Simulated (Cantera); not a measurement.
Feed: 1 mol toluene, 1.5 mol O2, equilibrated at 2773.15 K and 0.00130 bar.

These are equilibrium values from Cantera (NASA tables, ideal gas, pure condensed phases), not measurements of a reactor. Candidate condensed phases: C, C6H6, C7H8, C8H18, H2O; 110 gas species. Rates play no part.

Base state: H 0.598, CO 0.290, H2 0.0840, C3 0.0174, C 0.00377, C2H2 (acetylene) 0.00256, C2H 0.00220, C2 0.00169 (mole fractions); condensed: C(graphite).

What changes in the equilibrium state with this change: temperature from 2773.15 K to 1873 K?


| species | before | after |
|---|---|---|
| H2 | 0.0840 | 0.561 |
| CO | 0.290 | 0.426 |
| H | 0.598 | 0.0134 |
| C3 | 0.0174 | <1e-9 |
| C | 0.00377 | 1.26e-9 |
| C2 | 0.00169 | <1e-9 |
| C5 | 0.000151 | <1e-9 |
| C2H | 0.00220 | 4.93e-8 |
| C4 | 2.93e-5 | <1e-9 |
| C(graphite), mol | 3.28 | 4.00 |
